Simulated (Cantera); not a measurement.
## Al + HBr + H2 (aluminium and copper etching)

Feed: 1 mol Al, 20 mol HBr, 0.63 mol H2, at 0.100 bar.

Equilibrium computed with Cantera from the NASA thermochemical tables; the gas is ideal and each condensed phase is pure. Candidate condensed phases: Al, AlBr3, Br2; 11 gas species. Rates play no part.

```
T (K)  log p HBr  log p H2  log p AlBr3  log p Al2Br6  log p Br  log p Br2
-----  ---------  --------  -----------  ------------  --------  ---------
525        -1.06     -1.97        -3.21         -2.65    -12.62     -11.55
600        -1.07     -1.97        -2.63         -2.87    -10.75     -10.24
675        -1.07     -1.97        -2.37         -3.44     -9.30      -9.21
750        -1.07     -1.98        -2.32         -4.17     -8.14      -8.39
825        -1.07     -1.98        -2.31         -4.84     -7.18      -7.71
900        -1.07     -1.98        -2.30         -5.40     -6.38      -7.14
975        -1.07     -1.98        -2.30         -5.87     -5.70      -6.66
1050       -1.07     -1.98        -2.30         -6.26     -5.12      -6.25
1125       -1.07     -1.97        -2.30         -6.61     -4.62      -5.89
1200       -1.07     -1.97        -2.30         -6.90     -4.17      -5.58
1275       -1.07     -1.97        -2.30         -7.16     -3.78      -5.30
1350       -1.08     -1.97        -2.30         -7.39     -3.44      -5.06
1425       -1.08     -1.96        -2.31         -7.59     -3.13      -4.85
1500       -1.08     -1.95        -2.31         -7.77     -2.86      -4.67
```
log p: log10 of the partial pressure in bar; nothing condenses.

From 525 K to 1500 K nothing is condensed. The main Al-bearing gas is Al2Br6 at 525 K and AlBr3 at 1500 K.
